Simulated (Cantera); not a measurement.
Input (Python, Cantera) and output of one run.

```python
import numpy as np
import cantera as ct

gas_names = """
    B BH BH2 BH3 BO BO2 B2 B2O B2O2 B2O3 B3O3H3 H HBO HBO2 HO2 H2 H2O H2O2 H3B3O6 O OH O2 O3
""".split()
cond_names = """
    B(b) B(L) B2O3(L) B3O3H3(cr) H2O(s) H2O(L)
""".split()


def load(file, names, dense=False):
    # The tables refer to 1 bar. Condensed volumes are neglected.
    table = {s.name: s for s in ct.Species.list_from_file(file)}
    out = []
    for n in names:
        d = dict(table[n].input_data)
        d["thermo"] = dict(d["thermo"], **{"reference-pressure": 1e5})
        if dense:
            d["equation-of-state"] = {"model": "constant-volume", "density": "1e6 g/cm^3"}
        out.append(ct.Species.from_dict(d))
    return out


gas = ct.Solution(thermo="ideal-gas", species=load("nasa_gas.yaml", gas_names))
cond = {s.name: ct.Solution(thermo="fixed-stoichiometry", species=[s], name=s.name)
        for s in load("nasa_condensed.yaml", cond_names, dense=True)}
atoms = {
    'B': {'B': 1},
    'H2O': {'H': 2, 'O': 1},
    'H2': {'H': 2},
}
top_T = {}  # K; cautious upper limits of use, not melting points


def equilibrate(T, P, feed):
    n = {}
    for name, mol in feed.items():
        for a, k in atoms[name].items():
            n[a] = n.get(a, 0.0) + k * mol
    gas.TPX = T, P, n
    mass = sum(n.values()) * gas.mean_molecular_weight
    gas.equilibrate("TP")
    valid = [c for c in cond.values() if c.min_temp <= T <= top_T.get(c.name, c.max_temp)]
    mix = ct.Mixture([(gas, mass / gas.mean_molecular_weight)] + [(c, 0.0) for c in valid])
    mix.T, mix.P = T, P
    mix.equilibrate("TP", solver="vcs", rtol=1e-11, max_steps=5000)
    return mix


results = []
P = 13  # Pa
for T in [900, 1000, 1100, 1200, 1300, 1400, 1500, 1600, 1700, 1800, 1900, 2000, 2100]:
    for m in [0.39, 0.56, 0.8, 1.2, 1.7, 2.4, 3.5, 5, 7.3]:
        feed = {'B': 1, 'H2O': m, 'H2': 0.15}  # mol
        mix = equilibrate(T, P, feed)
        results.append((T, P, feed, dict(zip(mix.species_names, mix.species_moles))))

for T, P, feed, n in results:
    print(f"{T:7g} {feed['H2O']:10.4g}  " + (" + ".join(c for c in cond_names if n.get(c, 0) > 1e-12) or "gas only"))
```

It prints:

```
    900       0.39  B(b) + B2O3(L)
    900       0.56  B(b) + B2O3(L)
    900        0.8  B(b) + B2O3(L)
    900        1.2  B(b) + B2O3(L)
    900        1.7  B2O3(L)
    900        2.4  B2O3(L)
    900        3.5  B2O3(L)
    900          5  B2O3(L)
    900        7.3  B2O3(L)
   1000       0.39  B(b) + B2O3(L)
   1000       0.56  B(b) + B2O3(L)
   1000        0.8  B(b) + B2O3(L)
   1000        1.2  B(b) + B2O3(L)
   1000        1.7  B2O3(L)
   1000        2.4  B2O3(L)
   1000        3.5  B2O3(L)
   1000          5  B2O3(L)
   1000        7.3  B2O3(L)
   1100       0.39  B(b) + B2O3(L)
   1100       0.56  B(b) + B2O3(L)
   1100        0.8  B(b) + B2O3(L)
   1100        1.2  B(b) + B2O3(L)
   1100        1.7  B2O3(L)
   1100        2.4  B2O3(L)
   1100        3.5  B2O3(L)
   1100          5  B2O3(L)
   1100        7.3  B2O3(L)
   1200       0.39  B(b) + B2O3(L)
   1200       0.56  B(b) + B2O3(L)
   1200        0.8  B(b) + B2O3(L)
   1200        1.2  B(b) + B2O3(L)
   1200        1.7  B2O3(L)
   1200        2.4  B2O3(L)
   1200        3.5  B2O3(L)
   1200          5  B2O3(L)
   1200        7.3  B2O3(L)
   1300       0.39  B(b) + B2O3(L)
   1300       0.56  B(b) + B2O3(L)
   1300        0.8  B(b) + B2O3(L)
   1300        1.2  B(b) + B2O3(L)
   1300        1.7  B2O3(L)
   1300        2.4  B2O3(L)
   1300        3.5  B2O3(L)
   1300          5  gas only
   1300        7.3  gas only
   1400       0.39  B(b) + B2O3(L)
   1400       0.56  B(b) + B2O3(L)
   1400        0.8  B(b) + B2O3(L)
   1400        1.2  B(b) + B2O3(L)
   1400        1.7  B2O3(L)
   1400        2.4  gas only
   1400        3.5  gas only
   1400          5  gas only
   1400        7.3  gas only
   1500       0.39  B(b)
   1500       0.56  B(b)
   1500        0.8  B(b)
   1500        1.2  gas only
   1500        1.7  gas only
   1500        2.4  gas only
   1500        3.5  gas only
   1500          5  gas only
   1500        7.3  gas only
   1600       0.39  B(b)
   1600       0.56  B(b)
   1600        0.8  B(b)
   1600        1.2  gas only
   1600        1.7  gas only
   1600        2.4  gas only
   1600        3.5  gas only
   1600          5  gas only
   1600        7.3  gas only
   1700       0.39  B(b)
   1700       0.56  B(b)
   1700        0.8  B(b)
   1700        1.2  gas only
   1700        1.7  gas only
   1700        2.4  gas only
   1700        3.5  gas only
   1700          5  gas only
   1700        7.3  gas only
   1800       0.39  B(b)
   1800       0.56  B(b)
   1800        0.8  B(b)
   1800        1.2  gas only
   1800        1.7  gas only
   1800        2.4  gas only
   1800        3.5  gas only
   1800          5  gas only
   1800        7.3  gas only
   1900       0.39  B(b)
   1900       0.56  B(b)
   1900        0.8  B(b)
   1900        1.2  gas only
   1900        1.7  gas only
   1900        2.4  gas only
   1900        3.5  gas only
   1900          5  gas only
   1900        7.3  gas only
   2000       0.39  B(b)
   2000       0.56  B(b)
   2000        0.8  B(b)
   2000        1.2  gas only
   2000        1.7  gas only
   2000        2.4  gas only
   2000        3.5  gas only
   2000          5  gas only
   2000        7.3  gas only
   2100       0.39  B(b)
   2100       0.56  B(b)
   2100        0.8  B(b)
   2100        1.2  gas only
   2100        1.7  gas only
   2100        2.4  gas only
   2100        3.5  gas only
   2100          5  gas only
   2100        7.3  gas only
```

These are equilibrium values from Cantera (NASA tables, ideal gas, pure condensed phases), not measurements of a reactor. Mutual solubility and eutectic melting of coexisting phases are not modelled.
